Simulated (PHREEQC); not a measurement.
Solution (25 °C): 0.041 mol KOH and 0.00095 mol H4SiO4 per kg of water. Closed to the air; pH follows from the charge balance.

All values are PHREEQC results (ion-association model, phreeqc.dat), not measurements.

This is a speciation only: nothing precipitates in the calculation.

Task: What pH, specific conductance does the model give?

Result: pH 12.51; specific conductance 9580 µS/cm.

Task: In which forms is Si present?

Result: H3SiO4- 73 %, H2SiO4-2 27 % of the Si.

Species that the database lacks are ignored.
